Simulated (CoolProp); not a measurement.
Water along the isobar 544 bar: density (kg/m³) from the reference equation and from simpler models built on Tc = 373.9 °C, pc = 220.6 bar, ω = 0.344; each cubic takes its own stable root.

Computed with CoolProp (reference Helmholtz-energy equation of state, Wagner 2002).

```
T (°C)   phase  reference
------  ------  ---------
174.15  liquid      923.9
187.15  liquid      911.9
200.05  liquid      899.5
212.95  liquid      886.5
225.85  liquid      872.9
238.75  liquid      858.7
251.65  liquid      843.9
264.55  liquid      828.3
277.45  liquid      812.0
290.35  liquid      794.8
303.25  liquid      776.8
316.15  liquid      757.6
329.05  liquid      737.3
341.95  liquid      715.7
```

Question: How far does each simpler model (Redlich-Kwong, Soave-Redlich-Kwong, Peng-Robinson) lie from the reference over these 14 states: mean and median of the absolute difference, and the worst?

Answer: 
- Redlich-Kwong: mean 31.3 %, median 31.4 %, worst -32.0 % at 329.05 °C and 544 bar
- Soave-Redlich-Kwong: mean 28.8 %, median 28.6 %, worst -30.7 % at 341.95 °C and 544 bar
- Peng-Robinson: mean 19.8 %, median 19.5 %, worst -22.3 % at 341.95 °C and 544 bar
